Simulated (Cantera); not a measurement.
**Premixed flame**

A freely propagating, adiabatic, planar premixed flame of C₂H₄ : O₂ : N₂ : H₂O = 1.3 : 3.16 : 11.9 : 0.7 (molar parts), equivalence ratio 1.2, unburnt at 450 K and 0.345 atm; mixture-averaged transport, grid criteria slope 0.08 and curve 0.16, no radiation.

Computed with Cantera and GRI-Mech 3.0 (53 species, 325 reactions). GRI-Mech 3.0 was tuned for natural gas; its chemistry of ethylene as a main component is partial and can be far from experiment. Burning velocities carry a grid error of a few per cent, more on coarse grids.

| z (mm) | T (K) | u (m/s) | x C₂H₄ | x O₂ | x H₂O | x HCO | x HO₂ | x H |
|---|---|---|---|---|---|---|---|---|
| -1.97 | 450 | 1.74 | 0.0762 | 0.185 | 0.0410 | <1e-8 | 2.27e-8 | <1e-8 |
| -1.31 | 450 | 1.74 | 0.0761 | 0.185 | 0.0410 | <1e-8 | 5.04e-7 | <1e-8 |
| -0.983 | 451 | 1.75 | 0.0760 | 0.185 | 0.0410 | <1e-8 | 3.94e-6 | <1e-8 |
| -0.656 | 464 | 1.80 | 0.0754 | 0.183 | 0.0419 | <1e-8 | 4.44e-5 | 2.89e-8 |
| -0.328 | 737 | 2.93 | 0.0652 | 0.162 | 0.0600 | 4.79e-6 | 0.000492 | 0.000103 |
| -0.164 | 1177 | 4.78 | 0.0420 | 0.122 | 0.0885 | 8.10e-5 | 0.000629 | 0.00143 |
| 0 | 1597 | 6.64 | 0.0147 | 0.0758 | 0.117 | 0.000157 | 0.000266 | 0.00478 |
| 0.164 | 1858 | 7.81 | 0.00219 | 0.0429 | 0.135 | 9.17e-5 | 4.72e-5 | 0.00922 |
| 0.328 | 1962 | 8.26 | 0.000148 | 0.0254 | 0.142 | 2.67e-5 | 7.45e-6 | 0.0132 |
| 0.656 | 2004 | 8.39 | 2.16e-7 | 0.0139 | 0.143 | 4.53e-7 | 1.63e-6 | 0.0175 |
| 1.31 | 2031 | 8.46 | <1e-8 | 0.0100 | 0.139 | 9.25e-8 | 1.21e-6 | 0.0190 |
| 2.62 | 2060 | 8.55 | <1e-8 | 0.00880 | 0.139 | 8.18e-8 | 1.05e-6 | 0.0180 |
| 5.24 | 2101 | 8.70 | <1e-8 | 0.00772 | 0.142 | 6.92e-8 | 9.03e-7 | 0.0155 |
x: mole fraction of selected species; z is measured from the peak of heat release.

```json
{
 "laminar_burning_velocity": "174 cm/s",
 "thermal_thickness": "0.656 mm",
 "peak x(HCO)": "0.000158",
 "peak x(HO₂)": "0.000640",
 "peak x(H)": "0.0190",
 "grid_points": "164"
}
```
